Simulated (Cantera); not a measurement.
An adiabatic, constant-pressure homogeneous reactor starts with CH3OH : O2 : N2 : H2O = 1 : 1.15 : 4.34 : 0.16 (molar parts), equivalence ratio 1.3, at 1300 K and 10.0 bar. Integrator tolerance rtol = 1e-08.

Computed with Cantera and GRI-Mech 3.0 (53 species, 325 reactions). GRI-Mech 3.0 was tuned for natural gas; its chemistry of methanol as a main component is partial and can be far from experiment.

What does this change do: initial temperature 1300 to 1500 K?


| quantity | before | after |
|---|---|---|
| time of steepest temperature rise | 0.285 ms | 27.3 µs |
| temperature at 7.00 s | 2740 K | 2849 K |
| equilibrium temperature | 2740 K | 2849 K |
| x(CH3OH) at 7.00 s | <1e-12 (gas-phase equilibrium <1e-12) | <1e-12 (gas-phase equilibrium <1e-12) |
| x(O2) at 7.00 s | 0.00147 (gas-phase equilibrium 0.00147) | 0.00291 (gas-phase equilibrium 0.00291) |
| x(H2O) at 7.00 s | 0.245 (gas-phase equilibrium 0.245) | 0.238 (gas-phase equilibrium 0.238) |
| x(H2O2) at 7.00 s | 3.35e-7 (gas-phase equilibrium 3.35e-7) | 5.54e-7 (gas-phase equilibrium 5.54e-7) |
| x(O) at 7.00 s | 0.000519 (gas-phase equilibrium 0.000519) | 0.00112 (gas-phase equilibrium 0.00112) |

What does this change do: O2 1.15 to 1.7 parts?


```json
[
 {"quantity": "time of steepest temperature rise", "before": "0.285 ms", "after": "0.287 ms"},
 {"quantity": "temperature at 7.00 s", "before": "2740 K", "after": "2865 K"},
 {"quantity": "equilibrium temperature", "before": "2740 K", "after": "2865 K"},
 {"quantity": "x(CH3OH) at 7.00 s", "before": "<1e-12 (gas-phase equilibrium <1e-12)", "after": "<1e-12 (gas-phase equilibrium <1e-12)"},
 {"quantity": "x(O2) at 7.00 s", "before": "0.00147 (gas-phase equilibrium 0.00147)", "after": "0.0338 (gas-phase equilibrium 0.0338)"},
 {"quantity": "x(H2O) at 7.00 s", "before": "0.245 (gas-phase equilibrium 0.245)", "after": "0.247 (gas-phase equilibrium 0.247)"},
 {"quantity": "x(H2O2) at 7.00 s", "before": "3.35e-7 (gas-phase equilibrium 3.35e-7)", "after": "2.01e-6 (gas-phase equilibrium 2.01e-6)"},
 {"quantity": "x(O) at 7.00 s", "before": "0.000519 (gas-phase equilibrium 0.000519)", "after": "0.00408 (gas-phase equilibrium 0.00408)"}
]
```
